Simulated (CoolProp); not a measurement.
Nitrous oxide along the isotherm -17.15 °C: Z from the reference equation and from simpler models built on Tc = 36.4 °C, pc = 7.245 MPa, ω = 0.161; each cubic takes its own stable root.

The numbers come from the reference Helmholtz-energy equation of state, Lemmon 2006 in CoolProp. It is a short technical equation, of lower accuracy than the large ones.

```tsv
p (MPa)	phase	reference
0.158	gas	0.9862
0.239	gas	0.9790
0.36	gas	0.9680
0.543	gas	0.9510
0.819	gas	0.9241
1.24	gas	0.8801
1.86	gas	0.8053
2.81	liquid	0.05868
4.24	liquid	0.08797
6.4	liquid	0.1316
9.65	liquid	0.1960
14.6	liquid	0.2917
22	liquid	0.4306
33.1	liquid	0.6317
50	liquid	0.9258
```

How far does each simpler model (van der Waals, Soave-Redlich-Kwong, Peng-Robinson) lie from the reference over these 15 states: mean and median of the absolute difference, and the worst?


- van der Waals: mean 106.0 %, median 44.7 %, worst +1216.5 % at -17.15 °C and 2.81 MPa
- Soave-Redlich-Kwong: mean 4.6 %, median 5.4 %, worst +10.6 % at -17.15 °C and 2.81 MPa
- Peng-Robinson: mean 2.2 %, median 2.5 %, worst -5.9 % at -17.15 °C and 50 MPa

At some of these states van der Waals gives the other phase, because its saturation line lies elsewhere.
